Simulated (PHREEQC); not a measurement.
## Acid rinse or clean: an equilibrium model

Consider water at 25 °C with 0.018 mol/kgw HBr, 0.23 mol/kgw NaCl and 3.5e-05 mol/kgw MnSO4. Closed to the air; pH follows from the charge balance.

Model: ion-association model, wateq4f.dat, run in PHREEQC.

Each row changes one thing in this solution. Precipitation was switched off in this run.

```csv
case,pH,Mn+2 (mol/kgw),SO4-2 (mol/kgw),HSO4- (mol/kgw),MnCl+ (mol/kgw),MnCl2 (mol/kgw),SI of Pyrochroite (Mn(OH)2)
as made,1.85,2.71e-5,1.91e-5,9.96e-6,7.49e-6,3.58e-7,-16.59
HBr from 0.018 to 0.009 mol/kgw,2.15,2.71e-5,2.22e-5,5.85e-6,7.55e-6,3.64e-7,…
NaCl from 0.23 to 0.023 mol/kgw,1.81,3.34e-5,…,1.59e-5,…,1.07e-8,-16.35
diluted 5-fold with water,2.51,6.42e-6,5.49e-6,9.25e-7,5.73e-7,7.63e-9,-15.69
NaCl replaced by RbCl at the same molality,1.85,2.71e-5,2.30e-5,1.20e-5,7.49e-6,3.58e-7,-16.59
```

### Question
Complete the blanks.

### Answer

- HBr from 0.018 to 0.009 mol/kgw, SI of Pyrochroite (Mn(OH)2): -15.99
- NaCl from 0.23 to 0.023 mol/kgw, SO4-2 (mol/kgw): 1.80e-5
- NaCl from 0.23 to 0.023 mol/kgw, MnCl+ (mol/kgw): 1.56e-6
